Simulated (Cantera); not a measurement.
An isothermal, constant-pressure homogeneous reactor starts with 0.237 % CH2O, 1.18 % O2, 98.6 % N2, at 1150 K and 1.01 bar.

Computed with Cantera and GRI-Mech 3.0 (53 species, 325 reactions).

x: mole fraction; the columns are a selection and need not sum to one.

| t (s) | x CH2O | x O2 | x CH3 | x CH2CO | x N2O | x HO2 | x CO |
|---|---|---|---|---|---|---|---|
| 0.000300 | 0.00237 | 0.0118 | <1e-12 | <1e-12 | <1e-12 | ? | 5.73e-7 |
| 0.000693 | 0.00236 | 0.0118 | <1e-12 | <1e-12 | 2.19e-12 | ? | 2.21e-6 |
| 0.00160 | 0.00235 | 0.0118 | <1e-12 | <1e-12 | 1.73e-11 | ? | 1.48e-5 |
| 0.00370 | 0.00211 | 0.0117 | 1.00e-11 | <1e-12 | 2.41e-10 | ? | 0.000255 |
| 0.00854 | 0.000170 | 0.0110 | 1.34e-11 | 3.31e-12 | 2.01e-9 | ? | 0.00214 |
| 0.0197 | <1e-12 | 0.0100 | <1e-12 | <1e-12 | 1.81e-7 | ? | 0.00118 |
| 0.0456 | <1e-12 | 0.00973 | <1e-12 | <1e-12 | 3.32e-7 | ? | 0.000544 |
| 0.105 | <1e-12 | 0.00955 | <1e-12 | <1e-12 | 4.52e-7 | ? | 0.000174 |
| 0.243 | <1e-12 | 0.00948 | <1e-12 | <1e-12 | 5.19e-7 | ? | 3.93e-5 |
| 0.562 | <1e-12 | 0.00947 | <1e-12 | <1e-12 | 5.37e-7 | ? | 6.67e-6 |
| 1.30 | <1e-12 | 0.00946 | <1e-12 | <1e-12 | 5.09e-7 | ? | 9.42e-7 |
| 3.00 | <1e-12 | 0.00946 | <1e-12 | <1e-12 | 4.28e-7 | ? | 1.06e-7 |

**Question.** Some entries are withheld; supply them.

**Answer.** 
- 0.000300, x HO2: 4.89e-7
- 0.000693, x HO2: 1.37e-6
- 0.00160, x HO2: 5.88e-6
- 0.00370, x HO2: 4.00e-5
- 0.00854, x HO2: 2.73e-5
- 0.0197, x HO2: 1.58e-6
- 0.0456, x HO2: 1.08e-6
- 0.105, x HO2: 5.55e-7
- 0.243, x HO2: 1.86e-7
- 0.562, x HO2: 4.02e-8
- 1.30, x HO2: 6.83e-9
- 3.00, x HO2: 1.26e-9
